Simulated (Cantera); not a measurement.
Feed: 1 mol SiC, 0.025 mol C, a varied amount of H2, held at 2950 K and 0.0135 Torr.

Method: chemical equilibrium by Gibbs-energy minimisation in Cantera with the NASA 1993 tables (ideal gas, pure condensed phases). Candidate condensed phases: C, C6H6, C7H8, C8H18, Si, SiC; 87 gas species. Kinetics and transport are ignored.

Task: At 0.74 mol H2, list the 6 most abundant gas species with their mole fractions, and the condensed phases.

Result: H 0.448, Si 0.299, C 0.215, C3 0.0191, C2 0.0155, SiC2 0.00350. Condensed: gas only.
